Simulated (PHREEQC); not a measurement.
# Copper plating or etch bath

Consider water at 25 °C with 0.00945 mol/kgw Cu(NO3)2 and 0.00019 mol/kgw HBF4. It is in equilibrium with CO2 at log p = -1 (atm). Otherwise closed; pH follows from the charge balance.

Equilibrium calculation in PHREEQC: ion-association model, phreeqc.dat.

No solid was allowed to form.

### Question
What pH, specific conductance does the model give?

### Answer
pH 3.35; specific conductance 2220 µS/cm.

### Question
In which forms is F present?

### Answer
F- 60 %, HF 34 %, CuF+ 5.6 % of the F.

Real BF4- forms and hydrolyses slowly; the run takes it at equilibrium.
